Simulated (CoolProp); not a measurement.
Vapour-liquid equilibrium of R22 (1) + dimethyl ether (2) at -77.35 °C; x and y are mole fractions of (1).

Model: multi-fluid Helmholtz-energy mixture model, Kamei 1995 and Wu 2011; pair parameters Bell 2016, in CoolProp.

```json
[
 {"x": "0.05", "bubble pressure, mixture model (bar)": "0.04839", "bubble pressure, Raoult's law (bar)": "0.05319", "y, mixture model": "0.032", "y, Raoult's law": "0.118"},
 {"x": "0.2", "bubble pressure, mixture model (bar)": "0.04593", "bubble pressure, Raoult's law (bar)": "0.06456", "y, mixture model": "?", "y, Raoult's law": "0.388"},
 {"x": "0.35", "bubble pressure, mixture model (bar)": "0.04603", "bubble pressure, Raoult's law (bar)": "0.07593", "y, mixture model": "0.398", "y, Raoult's law": "0.577"},
 {"x": "0.5", "bubble pressure, mixture model (bar)": "0.05222", "bubble pressure, Raoult's law (bar)": "0.08729", "y, mixture model": "0.672", "y, Raoult's law": "0.717"},
 {"x": "0.65", "bubble pressure, mixture model (bar)": "?", "bubble pressure, Raoult's law (bar)": "0.09866", "y, mixture model": "?", "y, Raoult's law": "0.825"},
 {"x": "0.8", "bubble pressure, mixture model (bar)": "?", "bubble pressure, Raoult's law (bar)": "0.1100", "y, mixture model": "0.969", "y, Raoult's law": "0.910"},
 {"x": "0.95", "bubble pressure, mixture model (bar)": "0.1183", "bubble pressure, Raoult's law (bar)": "0.1214", "y, mixture model": "?", "y, Raoult's law": "0.980"}
]
```

**Question.** Complete the blanks.

**Answer.** 
- 0.2, y, mixture model: 0.172
- 0.65, bubble pressure, mixture model (bar): 0.06781
- 0.65, y, mixture model: 0.876
- 0.8, bubble pressure, mixture model (bar): 0.09233
- 0.95, y, mixture model: 0.997

The largest gap from Raoult's law is -40.2 % in bubble pressure, at x = 0.5. y crosses x between x = 0.2 and 0.35: the model has an azeotrope there.

The pair parameters rest on a limited set of measurements; away from them the model extrapolates.
